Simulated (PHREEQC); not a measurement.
**Ultrapure water in contact with air or piping (model solution)**

Model water analysis in mg/L, 25 °C, pH 5.74, pe 8.6: Na 0.55; K 0.0507; Ca 0.125; Mg 0.0698; Cl 0.0193; S(6) as SO4 0.887; Alkalinity as HCO3 1.13; Cd 0.0243; Ba 0.0664; Pb 0.166.

Na is adjusted to close the charge balance.
Valence states are taken as typed.

Model: ion-association model, phreeqc.dat, run in PHREEQC.

```
Item                      Value
--------------  ---------------
ionic strength  5.60e-5 mol/kgw
```

| species | molality | activity | log γ |
|---|---|---|---|
| CO2 | 8.24e-5 | 8.24e-5 | 0.000 |
| Na+ | 2.13e-5 | 2.11e-5 | -0.004 |
| HCO3- | 2.03e-5 | 2.01e-5 | -0.004 |
| SO4-2 | 9.21e-6 | 8.90e-6 | -0.015 |
| Ca+2 | 3.11e-6 | 3.01e-6 | -0.015 |
| Mg+2 | 2.87e-6 | 2.77e-6 | -0.015 |
| H+ | 1.84e-6 | 1.82e-6 | -0.004 |
| K+ | 1.30e-6 | 1.28e-6 | -0.004 |
| Pb+2 | 7.71e-7 | 7.44e-7 | -0.015 |
| Cl- | 5.44e-7 | 5.40e-7 | -0.004 |
| Ba+2 | 4.81e-7 | 4.65e-7 | -0.015 |
| Cd+2 | 2.15e-7 | 2.08e-7 | -0.015 |
| PbHCO3+ | 1.20e-8 | 1.19e-8 | -0.004 |
| PbOH+ | 8.05e-9 | 7.98e-9 | -0.004 |
| PbCO3 | 6.71e-9 | 6.71e-9 | 0.000 |
| MgSO4 | 5.77e-9 | 5.77e-9 | 0.000 |

Precipitation was switched off in this run.
